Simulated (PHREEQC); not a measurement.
Solution (38 °C): 1.1 mol NaI per kg of water. It is in equilibrium with CO2 at log p = 0 (atm). Otherwise closed; pH follows from the charge balance.

Model: ion-association model, wateq4f.dat, run in PHREEQC.

No solid was allowed to form.

**Question.** Predict the pH, activity of water.

**Answer.** pH 3.89; activity of water 0.962.

Caution: at this ionic strength the ion-association model is outside its range; a Pitzer model would be the better tool where its parameters exist. At this temperature some constants are extrapolated from 25 °C, and those without enthalpy data are left unchanged.
